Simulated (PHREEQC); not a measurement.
Make-up at 20 °C: 1.5 mol KCl per kg of water. Closed to the air; pH follows from the charge balance.

Equilibrium calculation in PHREEQC: ion-association model, wateq4f.dat.

Precipitation was switched off in this run.

Q: What activity of water does the model give?

A: activity of water 0.949.

Ionic strength above about 0.7 mol/kgw puts this run outside the model's range. Complexes and solids missing from the database can't appear.
